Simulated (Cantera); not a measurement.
A Cantera script and what it prints.

```python
import numpy as np
import cantera as ct

gas_names = """
    C CN CO CO2 C2 CCN CNC C2N2 C2O C3 C3O2 C4 C4N2 C5 Fe FeC5O5 FeO N NCO NO NO2 NO3 N2 N2O O O2 O3
""".split()
cond_names = """
    C(gr) Fe(a) Fe(c) Fe(d) Fe(L) FeC5O5(L) FeO(s) FeO(L) Fe2O3(s) Fe3O4(s)
""".split()


# ... load() reads the species with a 1 bar reference pressure and builds the phases ...
atoms = {
    'Fe(CO)5': {'Fe': 1, 'C': 5, 'O': 5},
    'O2': {'O': 2},
    'N2': {'N': 2},
}
top_T = {'C(gr)': 4500, 'Fe2O3(s)': 1830, 'Fe3O4(s)': 1870}  # K; cautious upper limits of use, not melting points


# ... equilibrate(T, P, feed) seeds the gas with the atoms and calls Mixture.equilibrate('TP', solver="vcs", rtol=1e-11, max_steps=5000) ...
results = []
feed = {'Fe(CO)5': 1, 'O2': 0.83, 'N2': 65}  # mol
P = 6000  # Pa
for T in [948, 998, 1048, 1098, 1148, 1198, 1248, 1298, 1348, 1398, 1448, 1498, 1548]:
    mix = equilibrate(T, P, feed)
    results.append((T, P, feed, dict(zip(mix.species_names, mix.species_moles))))

top = {s: max(r[3][s] / sum(r[3][g] for g in gas_names) for r in results) for s in gas_names}
cols = sorted((s for s in top if top[s] > 1e-06), key=lambda s: -top[s])[:5]
seen = [c for c in cond_names if any(r[3].get(c, 0) > 1e-12 for r in results)]
print("log10 of partial pressures in bar; condensed amounts in mol")
print(f"{'T/K':>10s}" + "".join(f"{s[:9]:>10s}" for s in cols + seen))
for T, P, feed, n in results:
    ng = sum(n[g] for g in gas_names)
    print(f"{T:10.4g}" + "".join(f"{np.log10(max(n[s] / ng * P / 1e5, 1e-99)):10.3f}" for s in cols)
          + "".join(f"{n.get(c, 0):10.4g}" for c in seen))
```

Output:

```
log10 of partial pressures in bar; condensed amounts in mol
       T/K        N2        CO       CO2        Fe     Fe(a)     Fe(c)    FeO(s)
       948    -1.254    -2.476    -3.026   -14.999    0.4383         0    0.5617
       998    -1.254    -2.467    -3.057   -13.870    0.3633         0    0.6367
      1048    -1.254    -2.461    -3.085   -12.853    0.3002         0    0.6998
      1098    -1.254    -2.456    -3.106   -11.934    0.2538         0    0.7462
      1148    -1.254    -2.452    -3.125   -11.098    0.2148         0    0.7852
      1198    -1.254    -2.448    -3.142   -10.334         0    0.1808    0.8192
      1248    -1.254    -2.445    -3.158    -9.633         0    0.1517    0.8483
      1298    -1.254    -2.442    -3.172    -8.987         0     0.125     0.875
      1348    -1.254    -2.440    -3.186    -8.390         0    0.1003    0.8997
      1398    -1.254    -2.437    -3.199    -7.836         0   0.07754    0.9224
      1448    -1.254    -2.435    -3.212    -7.322         0   0.05641    0.9435
      1498    -1.254    -2.433    -3.224    -6.842         0   0.03673    0.9631
      1548    -1.254    -2.431    -3.235    -6.395         0   0.01824    0.9813
```

These are equilibrium values from Cantera (NASA tables, ideal gas, pure condensed phases), not measurements of a reactor. Mutual solubility and eutectic melting of coexisting phases are not modelled. The tables' stoichiometric FeO is somewhat more stable than real wüstite, so its field is too wide. FeO: taken at fixed stoichiometry.
